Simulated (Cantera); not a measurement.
Charge: 1 mol SiO2, 4.7 mol CH4, 4.3 mol N2, at 670 Pa.

These are equilibrium values from Cantera (NASA tables, ideal gas, pure condensed phases), not measurements of a reactor. Candidate condensed phases: C, C6H6, C7H8, C8H18, H2O, Si, SiC, SiO2, Si2N2O, Si3N4; 151 gas species. N2 is the only nitrogen source here; it is nearly inert below about 1500 K, so the nitride shown seldom forms there in practice. Equilibrium is a limit: real reactors are often held back by kinetics, nucleation or transport.

**Question.** Which condensed phases are stable at each of these points (T (°C)): 1100, 1150, 1200, 1250, 1300, 1350, 1400, 1450, 1500, 1550, 1600, 1650, 1700, 1750?

**Answer.** 
| T (°C) | condensed phases | Si condensed (%) |
|---|---|---|
| 1100 | C(graphite) + Si2N2O(s) | 100.0 |
| 1150 | C(graphite) + Si2N2O(s) | 99.9 |
| 1200 | C(graphite) + Si2N2O(s) | 99.8 |
| 1250 | C(graphite) + SiC(s) | 99.6 |
| 1300 | C(graphite) + SiC(s) | 99.5 |
| 1350 | C(graphite) + SiC(s) | 99.4 |
| 1400 | C(graphite) + SiC(s) | 99.3 |
| 1450 | C(graphite) + SiC(s) | 99.1 |
| 1500 | C(graphite) + SiC(s) | 99.0 |
| 1550 | C(graphite) + SiC(s) | 98.8 |
| 1600 | C(graphite) + SiC(s) | 98.6 |
| 1650 | C(graphite) + SiC(s) | 98.3 |
| 1700 | C(graphite) + SiC(s) | 97.8 |
| 1750 | C(graphite) + SiC(s) | 97.1 |

From 1100 °C to 1200 °C the condensed part is C(graphite) + Si2N2O(s). From 1250 °C to 1750 °C the condensed part is C(graphite) + SiC(s).
